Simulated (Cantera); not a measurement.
An adiabatic, constant-volume homogeneous reactor starts with 32.9 % CO, 4.94 % H2, 13.1 % O2, 49.1 % N2, equivalence ratio 1.4, at 1250 K and 2850 Torr.

Detailed kinetics in Cantera: GRI-Mech 3.0 (53 species, 325 reactions). The hydrogen kinetics of GRI-Mech 3.0 are dated; newer H2 mechanisms differ, most at raised pressure. Above 3000 K some thermodynamic fits are extrapolated.

Question: Predict: time of steepest temperature rise; temperature at 4.00 s; equilibrium temperature; x(CO) at 4.00 s; x(H2) at 4.00 s; x(O2) at 4.00 s; x(H2O2) at 4.00 s; x(NO2) at 4.00 s.

Answer: 
* **time of steepest temperature rise**: 20.6 µs
* **temperature at 4.00 s**: 3018 K
* **equilibrium temperature**: 3018 K
* **x(CO) at 4.00 s**: 0.179 (gas-phase equilibrium 0.179)
* **x(H2) at 4.00 s**: 0.00536 (gas-phase equilibrium 0.00536)
* **x(O2) at 4.00 s**: 0.0168 (gas-phase equilibrium 0.0168)
* **x(H2O2) at 4.00 s**: 2.77e-7 (gas-phase equilibrium 2.77e-7)
* **x(NO2) at 4.00 s**: 5.31e-6 (gas-phase equilibrium 5.31e-6)
